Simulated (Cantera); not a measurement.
Cantera run, input and output.

```python
import numpy as np
import cantera as ct

gas = ct.Solution("gri30.yaml")
gas.TPX = 1100, 160000, {'CH4': 1, 'O2': 1.18, 'N2': 7.5}
reactor = ct.IdealGasConstPressureReactor(gas, energy="on", clone=False)
net = ct.ReactorNet([reactor])
net.rtol, net.atol = 1e-08, 1e-16
show = ['CH4', 'O2', 'H', 'O', 'CO', 'C2H', 'NO2']
times = np.geomspace(3e-06, 8, 12)

steps = ct.SolutionArray(gas, extra=["t"])
rows = []
print(f"{'t/s':>10s}{'T/K':>9s}{'P/Pa':>11s}" + "".join(f"{s:>11s}" for s in show))
for t in times:
    while net.time < t:
        t_next = net.step()
        steps.append(gas.state, t=t_next)
    rows.append([np.interp(t, steps.t, y) for y in (steps.T, steps.P, *steps(*show).X.T)])
    print(f"{t:10.3e}{rows[-1][0]:9.1f}{rows[-1][1]:11.4g}" + "".join(f"{x:11.3e}" for x in rows[-1][2:]))
rate = np.gradient(steps.T, steps.t)
print("integrator steps:", len(steps.t))
if steps.T.max() > steps.T[0] + 200:
    print(f"time of steepest temperature rise: {steps.t[rate.argmax()]:.4e} s")
gas.TPX = 1100, 160000, {'CH4': 1, 'O2': 1.18, 'N2': 7.5}
gas.equilibrate("HP")
print(f"equilibrium (HP): T = {gas.T:.1f} K  " + "  ".join(f"{s} {gas[s].X[0]:.3e}" for s in show))
```

It prints:

```
       t/s      T/K       P/Pa        CH4         O2          H          O         CO        C2H        NO2
 3.000e-06   1100.0    1.6e+05  1.033e-01  1.219e-01  4.147e-13  7.356e-14  6.493e-19  8.169e-44  3.350e-33
 1.152e-05   1100.0    1.6e+05  1.033e-01  1.219e-01  4.967e-13  1.437e-13  3.822e-17  1.320e-40  5.838e-31
 4.421e-05   1100.0    1.6e+05  1.033e-01  1.219e-01  7.602e-13  3.850e-13  2.227e-15  1.778e-37  7.922e-29
 1.697e-04   1100.0    1.6e+05  1.033e-01  1.219e-01  1.926e-12  1.373e-12  1.293e-13  2.089e-34  1.309e-26
 6.514e-04   1100.0    1.6e+05  1.033e-01  1.219e-01  8.989e-12  6.259e-12  8.540e-12  3.917e-31  2.708e-24
 2.500e-03   1100.0    1.6e+05  1.033e-01  1.219e-01  7.677e-11  4.258e-11  8.864e-10  2.671e-27  6.170e-22
 9.598e-03   1100.0    1.6e+05  1.033e-01  1.219e-01  2.047e-10  1.112e-10  9.775e-08  4.788e-24  5.999e-20
 3.684e-02   1100.3    1.6e+05  1.032e-01  1.219e-01  4.201e-10  1.672e-10  3.035e-06  4.545e-22  3.123e-18
 1.414e-01   1103.4    1.6e+05  1.026e-01  1.214e-01  3.113e-09  6.960e-10  1.156e-04  3.302e-19  6.673e-16
 5.429e-01   2052.5    1.6e+05  2.946e-11  2.029e-07  5.245e-04  3.551e-07  7.442e-02  8.051e-19  4.138e-11
 2.084e+00   2052.7    1.6e+05  2.888e-11  2.033e-07  5.248e-04  3.557e-07  7.442e-02  7.885e-19  1.671e-11
 8.000e+00   2052.7    1.6e+05  2.887e-11  2.033e-07  5.248e-04  3.557e-07  7.442e-02  7.883e-19  1.631e-11
integrator steps: 2624
time of steepest temperature rise: 2.8797e-01 s
equilibrium (HP): T = 2052.7 K  CH4 3.308e-11  O2 2.033e-07  H 5.248e-04  O 3.557e-07  CO 7.442e-02  C2H 8.970e-19  NO2 1.631e-11
```

Detailed kinetics in Cantera: GRI-Mech 3.0 (53 species, 325 reactions).
